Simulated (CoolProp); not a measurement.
Dimethyl carbonate along the isotherm 246.45 °C: Z from the reference equation and from simpler models built on Tc = 283.9 °C, pc = 4909 kPa, ω = 0.346; each cubic takes its own stable root.

Model: reference Helmholtz-energy equation of state, Zhou 2011, in CoolProp.

| p (kPa) | phase | reference |
|---|---|---|
| 5450 | liquid | 0.1603 |
| 10900 | liquid | 0.3045 |
| 16400 | liquid | 0.4425 |
| 21800 | liquid | 0.5730 |
| 27300 | liquid | 0.7021 |
| 32700 | liquid | 0.8258 |
| 38200 | liquid | 0.9493 |
| 43600 | liquid | 1.068 |
| 49100 | liquid | 1.188 |

How far does each simpler model (van der Waals, Peng-Robinson) lie from the reference over these 9 states: mean and median of the absolute difference, and the worst?


- van der Waals: mean 48.7 %, median 46.1 %, worst +63.1 % at 246.45 °C and 5450 kPa
- Peng-Robinson: mean 2.5 %, median 2.5 %, worst +5.7 % at 246.45 °C and 5450 kPa
